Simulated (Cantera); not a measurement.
Catalytic combustion on Pt

An isothermal plug-flow reactor at 1023 K and 0.210 bar (inlet), inlet velocity 3.3 m/s, active area per volume 1200 1/m; feed CO : O2 : N2 = 0.0095 : 0.013 : 0.79 (molar parts), equivalence ratio 0.37.

Model: Deutschmann's 1995 Pt surface mechanism with GRI-Mech 3.0 gas chemistry, integrated in Cantera. Catalytic surfaces can have several steady states; this one follows from the mechanism file's or the stated starting coverage. Mass transfer to the wall is taken as infinitely fast.

```csv
z (m),x CO,x O2,x H2O,x CO2,θ free Pt,θ O*,θ CO*
7.5e-05,0.00565,0.0130,<1e-12,0.00608,0.949,0.0108,0.0402
0.00016,0.000419,0.0104,<1e-12,0.0113,0.542,0.458,0.000178
0.00035,2.88e-6,0.0102,<1e-12,0.0118,0.459,0.541,7.65e-7
0.00075,1.29e-10,0.0102,<1e-12,0.0118,0.459,0.541,3.42e-11
0.0016,<1e-12,0.0102,<1e-12,0.0118,0.459,0.541,<1e-12
0.0035,<1e-12,0.0102,<1e-12,0.0118,0.459,0.541,<1e-12
0.0075,<1e-12,0.0102,<1e-12,0.0118,0.459,0.541,<1e-12
```
x: gas mole fraction; θ: surface coverage.
